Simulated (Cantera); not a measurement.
## Premixed flame

A freely propagating, adiabatic, planar premixed flame of 12.0 % CH₄, 18.5 % O₂, 69.5 % N₂, unburnt at 573 K and 278 Torr; multicomponent+Soret transport, grid criteria slope 0.08 and curve 0.16, no radiation.

Computed with Cantera and GRI-Mech 3.0 (53 species, 325 reactions). Burning velocities carry a grid error of a few per cent, more on coarse grids.

```
z (mm)  T (K)  u (m/s)    x CH₄     x O₂    x CH₂       x H     x CH₃    x NO₂
------  -----  -------  -------  -------  -------  --------  --------  -------
-2.64     573     1.17    0.120    0.185    <1e-8     <1e-8   3.28e-8    <1e-8
-1.76     575     1.18    0.119    0.184    <1e-8     <1e-8   5.45e-7    <1e-8
-1.32     586     1.21    0.118    0.183    <1e-8   1.22e-7   3.18e-6  1.04e-8
-0.880    665     1.38    0.110    0.178    <1e-8   7.38e-6   3.33e-5  5.05e-8
-0.440   1104     2.34   0.0751    0.139  7.57e-7  0.000251   0.00106  3.53e-8
-0.220   1503     3.25   0.0402   0.0934  2.07e-5   0.00134   0.00423  2.05e-8
0        1853     4.06   0.0107   0.0458  9.98e-5   0.00492   0.00432    <1e-8
0.220    2016     4.44  0.00126   0.0181  6.07e-5   0.00954   0.00110    <1e-8
0.440    2058     4.53  9.31e-5  0.00763  9.11e-6    0.0124  0.000119    <1e-8
0.880    2077     4.55  4.77e-7  0.00315  8.02e-8    0.0137   8.02e-7    <1e-8
1.76     2093     4.58    <1e-8  0.00234    <1e-8    0.0132     <1e-8    <1e-8
3.52     2114     4.62    <1e-8  0.00193    <1e-8    0.0117     <1e-8    <1e-8
7.04     2143     4.67    <1e-8  0.00142    <1e-8   0.00965     <1e-8    <1e-8
```
x: mole fraction of selected species; z is measured from the peak of heat release.

```
Property                     Value
------------------------  --------
laminar burning velocity  117 cm/s
thermal thickness         0.880 mm
peak x(CH₂)               0.000106
peak x(H)                   0.0137
peak x(CH₃)                0.00519
grid points                    146
```
